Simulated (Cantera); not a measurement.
A perfectly stirred reactor is fed with H2 : O2 : N2 : H2O = 1 : 1.09 : 4.09 : 0.76 (molar parts), at 1.00 bar; it is adiabatic with a 600 K inlet, and is followed from long to short residence time, starting on the burning branch (τ in s: 0.021, 0.01, 0.0051, 0.0025, 0.0012, 0.00058, 0.00028, 0.00014, 6.7e-05, 3.3e-05).

Detailed kinetics in Cantera: GRI-Mech 3.0 (53 species, 325 reactions).

One state of this run: T (K) = 1633; x H2 = 0.00111; x O2 = 0.0911; x H2O = 0.270; x H2O2 = 6.69e-7; x HO2 = 1.37e-5; x H = 0.000200; x OH = 0.00273. x: mole fraction; the columns are a selection and need not sum to one.

Q: Which value of τ (s) does it belong to?
A) 0.021
B) 0.0012
C) 0.00028
D) 0.0051

A: D, 0.0051
